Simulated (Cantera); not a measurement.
A closed system holds: 1 mol CaCO₃, 0.3 mol O₂, a varied amount of N₂, at 1525 K and 13.3 mbar.

These are equilibrium values from Cantera (NASA tables, ideal gas, pure condensed phases), not measurements of a reactor. Candidate condensed phases: C, Ca, CaCO₃, CaO; 27 gas species. Equilibrium is a limit: real reactors are often held back by kinetics, nucleation or transport.

x: gas mole fraction; n: condensed amount in mol.

```tsv
n(N₂) (mol)	x N₂	x CO₂	x O₂	x NO	x CO	x O	n CaO(s)
0.52	0.285	0.549	0.164	0.000735	8.30e-5	1.99e-5	1.00
0.85	…	…	…	0.000795	…	…	1.00
1.4	0.518	0.370	0.111	0.000813	6.82e-5	1.63e-5	1.00
2.3	0.638	0.278	0.0830	0.000781	5.91e-5	1.41e-5	1.00
3.8	…	…	…	…	…	…	1.00
6.3	0.829	0.132	0.0392	0.000611	4.07e-5	9.71e-6	1.00
10	0.885	0.0885	0.0263	0.000517	3.34e-5	7.96e-6	1.00
17	0.929	0.0546	0.0162	0.000416	2.63e-5	6.24e-6	1.00
28	0.955	0.0341	0.0101	0.000333	2.08e-5	4.92e-6	1.00
46	0.972	0.0211	0.00622	0.000264	1.64e-5	3.87e-6	1.00
```

Task: Complete the blanks.

Result: 
- 0.85, x N₂: 0.395
- 0.85, x CO₂: 0.465
- 0.85, x O₂: 0.139
- 0.85, x CO: 7.64e-5
- 0.85, x O: 1.83e-5
- 3.8, x N₂: 0.745
- 3.8, x CO₂: 0.196
- 3.8, x O₂: 0.0585
- 3.8, x NO: 0.000708
- 3.8, x CO: 4.97e-5
- 3.8, x O: 1.19e-5
